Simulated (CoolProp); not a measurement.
Model: reference Helmholtz-energy equation of state, Thol 2017, in CoolProp.

Give the vapour pressure (bar), liquid density (kg/m³), surface tension (mN/m) of saturated octamethyltrisiloxane (MDM) at 166.85 °C.


| T (°C) | p (bar) | liquid density (kg/m³) | surface tension (mN/m) |
|---|---|---|---|
| 166.85 | 1.45 | 657 | 5.43 |

Surface tension comes from a separate correlation (Mulero 2014), older than this fluid's equation and unchecked against measurements.
